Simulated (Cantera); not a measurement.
## Premixed flame

A freely propagating, adiabatic, planar premixed flame of 10.5 % CH4, 4.51 % CO, 17.8 % O2, 67.2 % N2, equivalence ratio 1.3, unburnt at 300 K and 46000 Pa; mixture-averaged transport, grid criteria slope 0.08 and curve 0.16, no radiation.

Model: GRI-Mech 3.0 (53 species, 325 reactions), integrated in Cantera. Burning velocities carry a grid error of a few per cent, more on coarse grids.

| z (mm) | T (K) | u (m/s) | x CH4 | x CO | x O2 | x C2H6 | x C2H4 | x C2H |
|---|---|---|---|---|---|---|---|---|
| -2.46 | 300 | 0.445 | 0.105 | 0.0450 | 0.178 | <1e-8 | <1e-8 | <1e-8 |
| -1.64 | 301 | 0.448 | 0.104 | 0.0449 | 0.178 | 1.15e-7 | 5.39e-8 | <1e-8 |
| -1.23 | 308 | 0.459 | 0.104 | 0.0448 | 0.177 | 1.46e-6 | 6.06e-7 | <1e-8 |
| -0.821 | 389 | 0.586 | 0.0983 | 0.0457 | 0.171 | 5.18e-5 | 1.69e-5 | <1e-8 |
| -0.411 | 910 | 1.40 | 0.0672 | 0.0589 | 0.132 | 0.000983 | 0.000282 | <1e-8 |
| -0.205 | 1345 | 2.09 | 0.0366 | 0.0754 | 0.0890 | 0.00115 | 0.000631 | <1e-8 |
| 0 | 1713 | 2.68 | 0.00955 | 0.0910 | 0.0431 | 0.000142 | 0.000464 | 2.80e-7 |
| 0.205 | 1872 | 2.93 | 0.000970 | 0.0910 | 0.0164 | 1.53e-6 | 4.39e-5 | 4.28e-7 |
| 0.411 | 1912 | 2.98 | 5.62e-5 | 0.0832 | 0.00685 | <1e-8 | 9.93e-7 | 7.52e-8 |
| 0.821 | 1936 | 3.00 | 1.96e-7 | 0.0744 | 0.00293 | <1e-8 | <1e-8 | <1e-8 |
| 1.64 | 1960 | 3.03 | <1e-8 | 0.0710 | 0.00204 | <1e-8 | <1e-8 | <1e-8 |
| 3.29 | 1990 | 3.07 | <1e-8 | 0.0708 | 0.00147 | <1e-8 | <1e-8 | <1e-8 |
| 6.57 | 2025 | 3.12 | <1e-8 | 0.0710 | 0.000877 | <1e-8 | <1e-8 | <1e-8 |
x: mole fraction of selected species; z is measured from the peak of heat release.

```
Quantity                      Value
------------------------  ---------
laminar burning velocity  44.5 cm/s
thermal thickness          0.821 mm
peak x(C2H6)                0.00132
peak x(C2H4)               0.000694
peak x(C2H)                 5.23e-7
grid points                     154
```
